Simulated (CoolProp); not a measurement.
Vapour-liquid equilibrium of n-octane (1) + m-xylene (2) at 0.255 MPa; x and y are mole fractions of (1).

Values from CoolProp's multi-fluid Helmholtz-energy mixture model, Beckmüller 2019 and Zhou 2012; pair parameters Bell 2016.

| x | bubble temperature, mixture model (°C) | bubble temperature, Raoult's law (°C) | y, mixture model | y, Raoult's law |
|---|---|---|---|---|
| 0.05 | 176.1 | 176.3 | 0.070 | 0.068 |
| 0.125 | 174.6 | 175.1 | 0.168 | 0.164 |
| 0.2 | 173.2 | 173.8 | 0.259 | 0.256 |
| 0.275 | 171.9 | 172.7 | 0.344 | 0.344 |
| 0.35 | 170.7 | 171.5 | 0.424 | 0.427 |
| 0.425 | 169.5 | 170.4 | 0.500 | 0.506 |
| 0.5 | 168.4 | 169.3 | 0.573 | 0.581 |
| 0.575 | 167.4 | 168.2 | 0.642 | 0.652 |
| 0.65 | 166.4 | 167.1 | 0.709 | 0.720 |
| 0.725 | 165.5 | 166.1 | 0.774 | 0.786 |
| 0.8 | 164.6 | 165.1 | 0.837 | 0.848 |
| 0.875 | 163.8 | 164.1 | 0.899 | 0.907 |
| 0.95 | 163.0 | 163.2 | 0.960 | 0.964 |

The largest gap from Raoult's law is -0.9 K in bubble temperature, at x = 0.425. No azeotrope shows between x = 0.05 and 0.95.

Pair parameters are fitted to limited data, so mixtures are less certain than the pure fluids.
